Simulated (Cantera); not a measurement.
Input: 1 mol Fe2O3, 0.22 mol Cl2, a varied amount of N2, at 1375 K and 1.00 bar.

Equilibrium computed with Cantera from the NASA thermochemical tables; the gas is ideal and each condensed phase is pure. Candidate condensed phases: Fe, FeCl2, FeCl3, FeO, Fe2O3, Fe3O4; 19 gas species. The numbers say what is thermodynamically allowed, not how fast it happens.

x: gas mole fraction; n: condensed amount in mol.

| n(N2) (mol) | x N2 | x Cl2 | x O2 | x FeCl3 | x FeCl2 | n Fe2O3(s) |
|---|---|---|---|---|---|---|
| 0.35 | 0.576 | 0.151 | 0.113 | 0.112 | 0.0382 | 0.954 |
| 0.46 | 0.640 | 0.125 | 0.0973 | 0.0940 | 0.0353 | 0.953 |
| 0.6 | 0.697 | ___ | ___ | ___ | ___ | 0.952 |
| 0.78 | 0.747 | 0.0817 | 0.0701 | 0.0638 | 0.0296 | 0.951 |
| 1 | 0.790 | ___ | ___ | ___ | ___ | 0.950 |
| 1.3 | 0.828 | 0.0512 | 0.0491 | 0.0413 | 0.0242 | 0.948 |
| 1.7 | 0.862 | 0.0392 | 0.0402 | 0.0322 | 0.0215 | 0.947 |
| 2.2 | 0.888 | 0.0300 | 0.0330 | 0.0250 | 0.0191 | 0.945 |
| 2.9 | 0.912 | 0.0223 | 0.0266 | 0.0188 | 0.0167 | 0.943 |

Question: Some entries are withheld; supply them.

Answer: 
- 0.6, x Cl2: 0.102
- 0.6, x O2: 0.0830
- 0.6, x FeCl3: 0.0780
- 0.6, x FeCl2: 0.0324
- 1, x Cl2: 0.0655
- 1, x O2: 0.0592
- 1, x FeCl3: 0.0520
- 1, x FeCl2: 0.0269
